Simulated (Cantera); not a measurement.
A perfectly stirred reactor is fed with CH₄ : O₂ : N₂ = 1 : 2.08 : 8.33 (molar parts), at 5.00 bar; it is adiabatic with a 500 K inlet, and is followed from long to short residence time, starting on the burning branch (τ in s: 0.35, 0.12, 0.043, 0.015, 0.0052, 0.0018, 0.00064, 0.00022, 7.8e-05, 2.7e-05, 9.5e-06, 3.3e-06).

Cantera simulation using GRI-Mech 3.0 (53 species, 325 reactions); the numbers are that mechanism's predictions, not measurements.

Question: What does this change do: inlet temperature 500 to 698 K?

Answer: 
| quantity | before | after |
|---|---|---|
| blow-out, bracketed by the residence times tried | burning at 27.0 µs, out at 9.50 µs | burning at 27.0 µs, out at 9.50 µs |
| x(CH₄) at τ = 0.350 s | 3.28e-7 | 1.75e-7 |
| x(O₂) at τ = 0.350 s | 0.00810 | 0.00932 |
| x(C₂H₂) at τ = 0.350 s | 9.43e-12 | 2.26e-12 |
| x(C₂H₆) at τ = 0.350 s | <1e-12 | <1e-12 |
| x(HO₂) at τ = 0.350 s | 1.34e-6 | 2.05e-6 |
| x(CH₄) at τ = 0.640 ms | 7.43e-5 | 5.32e-5 |
| x(O₂) at τ = 0.640 ms | 0.0142 | 0.0148 |
| x(C₂H₂) at τ = 0.640 ms | 1.25e-7 | 6.54e-8 |
| x(C₂H₆) at τ = 0.640 ms | 3.03e-9 | 8.95e-10 |
| x(HO₂) at τ = 0.640 ms | 5.59e-6 | 4.85e-6 |

Question: What does this change do: inlet temperature 500 to 700 K?

Answer: 
```
quantity                                                                      before                               after
------------------------------------------------  ----------------------------------  ----------------------------------
blow-out, bracketed by the residence times tried  burning at 27.0 µs, out at 9.50 µs  burning at 27.0 µs, out at 9.50 µs
x(CH₄) at τ = 0.350 s                                                        3.28e-7                             1.74e-7
x(O₂) at τ = 0.350 s                                                         0.00810                             0.00934
x(C₂H₂) at τ = 0.350 s                                                      9.43e-12                            2.23e-12
x(C₂H₆) at τ = 0.350 s                                                        <1e-12                              <1e-12
x(HO₂) at τ = 0.350 s                                                        1.34e-6                             2.06e-6
x(CH₄) at τ = 0.640 ms                                                       7.43e-5                             5.30e-5
x(O₂) at τ = 0.640 ms                                                         0.0142                              0.0148
x(C₂H₂) at τ = 0.640 ms                                                      1.25e-7                             6.49e-8
x(C₂H₆) at τ = 0.640 ms                                                      3.03e-9                            8.84e-10
x(HO₂) at τ = 0.640 ms                                                       5.59e-6                             4.85e-6
```
